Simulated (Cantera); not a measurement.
Input: 1 mol SiO2, 0.0058 mol Si, 8.2 mol N2, held at 190000 Pa.

Method: chemical equilibrium by Gibbs-energy minimisation in Cantera with the NASA 1993 tables (ideal gas, pure condensed phases). Candidate condensed phases: Si, SiO2, Si2N2O, Si3N4; 16 gas species. Mutual solubility and eutectic melting of coexisting phases are not modelled. The tables hold silica as quartz up to 1696 K and as liquid above; real silica turns to tridymite and cristobalite and melts near 1996 K. Kinetics and transport are ignored.

log p: log10 of the partial pressure in bar; n: condensed amount in mol.

| T (K) | log p N2 | log p SiO | log p NO | log p SiO2 | log p O | log p Si | n SiO2(condensed) | n Si2N2O(s) | n SiO2(l) |
|---|---|---|---|---|---|---|---|---|---|
| 1748 | 0.28 | -3.28 | [?] | -8.76 | -11.45 | -9.12 | 0.997 | 0.00312 | 0 |
| 1798 | 0.28 | -2.87 | [?] | -8.28 | -11.00 | -8.48 | 0.996 | 0.00193 | 0 |
| 1848 | 0.28 | -2.57 | [?] | -7.83 | -10.49 | -8.06 | 0.994 | 0 | 0 |
| 1898 | 0.28 | -2.57 | [?] | -7.40 | -9.73 | -8.22 | 0.994 | 0 | 0 |
| 1948 | 0.28 | -2.57 | [?] | -6.99 | -9.00 | -8.37 | 0.994 | 0 | 0 |
| 1998 | 0.28 | -2.57 | [?] | -6.61 | -8.31 | -8.52 | 0 | 0 | 0.994 |
| 2048 | 0.28 | -2.57 | [?] | -6.24 | -7.66 | -8.65 | 0 | 0 | 0.994 |

### Question
Fill in the missing entries.

### Answer

- 1748, log p NO: -9.25
- 1798, log p NO: -8.93
- 1848, log p NO: -8.55
- 1898, log p NO: -7.91
- 1948, log p NO: -7.30
- 1998, log p NO: -6.72
- 2048, log p NO: -6.17
